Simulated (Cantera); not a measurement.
Cantera run, input and output.

```python
import numpy as np
import cantera as ct

gas = ct.Solution("h2o2.yaml")
gas.TPX = 525, 31000, {'H2': 1, 'O2': 1.2, 'N2': 3.55}
flame = ct.FreeFlame(gas, width=0.091)
flame.set_refine_criteria(ratio=3, slope=0.08, curve=0.16)
flame.transport_model = "mixture-averaged"
flame.solve(loglevel=0, auto=True)
z, T = flame.grid, flame.T
thick = (T[-1] - T[0]) / np.gradient(T, z).max()
show = ['H2', 'O2', 'H2O', 'H2O2', 'H', 'O']
print(f"laminar burning velocity  {flame.velocity[0] * 100:.3f} cm/s")
print(f"burnt temperature         {T[-1]:.1f} K")
print(f"thermal thickness         {thick * 1e3:.4f} mm")
print(f"grid points               {len(z)}")
z0 = z[flame.heat_release_rate.argmax()]
print(f"{'z/mm':>9s}{'T/K':>9s}{'u/(m/s)':>9s}" + "".join(f"{s:>11s}" for s in show))
rows = []
for k in (-3, -2, -1.5, -1, -0.5, -0.25, 0, 0.25, 0.5, 1, 2, 4, 8):
    zz = z0 + k * thick
    rows.append([k * thick, np.interp(zz, z, T), np.interp(zz, z, flame.velocity),
                 *(np.interp(zz, z, flame.X[gas.species_index(s)]) for s in show)])
    print(f"{rows[-1][0] * 1e3:9.3f}{rows[-1][1]:9.1f}{rows[-1][2]:9.3f}" + "".join(f"{x:11.3e}" for x in rows[-1][3:]))
```

Output:

```
laminar burning velocity  263.384 cm/s
burnt temperature         1817.4 K
thermal thickness         1.6627 mm
grid points               113
     z/mm      T/K  u/(m/s)         H2         O2        H2O       H2O2          H          O
   -4.988    525.0    2.634  1.739e-01  2.087e-01  9.118e-11  2.308e-13  4.781e-15  8.870e-14
   -3.325    525.0    2.634  1.739e-01  2.087e-01  5.716e-09  2.018e-11  9.680e-13  1.414e-11
   -2.494    525.0    2.633  1.738e-01  2.087e-01  9.334e-08  4.329e-10  6.639e-11  3.427e-10
   -1.663    525.2    2.632  1.728e-01  2.090e-01  6.201e-06  4.721e-08  6.052e-08  2.794e-08
   -0.831    569.5    2.811  1.575e-01  2.109e-01  3.199e-03  1.088e-05  1.990e-04  1.605e-05
   -0.416    780.4    3.759  1.202e-01  2.058e-01  2.675e-02  9.460e-06  3.560e-03  4.068e-04
    0.000   1094.2    5.167  5.905e-02  1.773e-01  8.874e-02  3.566e-06  1.377e-02  4.683e-03
    0.416   1321.4    6.204  1.929e-02  1.447e-01  1.428e-01  2.897e-06  1.761e-02  1.087e-02
    0.831   1444.0    6.756  9.340e-03  1.341e-01  1.605e-01  1.746e-06  1.435e-02  1.232e-02
    1.663   1566.8    7.289  6.249e-03  1.312e-01  1.695e-01  8.865e-07  8.560e-03  1.015e-02
    3.325   1670.0    7.723  4.104e-03  1.310e-01  1.763e-01  4.549e-07  3.973e-03  6.630e-03
    6.651   1744.5    8.029  2.147e-03  1.317e-01  1.817e-01  2.439e-07  1.360e-03  3.436e-03
   13.302   1785.8    8.196  9.235e-04  1.326e-01  1.851e-01  1.362e-07  3.638e-04  1.472e-03
```

Model: the H2/O2 subset of GRI-Mech 3.0, which has no nitrogen chemistry, integrated in Cantera. Burning velocities carry a grid error of a few per cent, more on coarse grids. Lean hydrogen flames are cellular in practice and burn faster than this planar one.
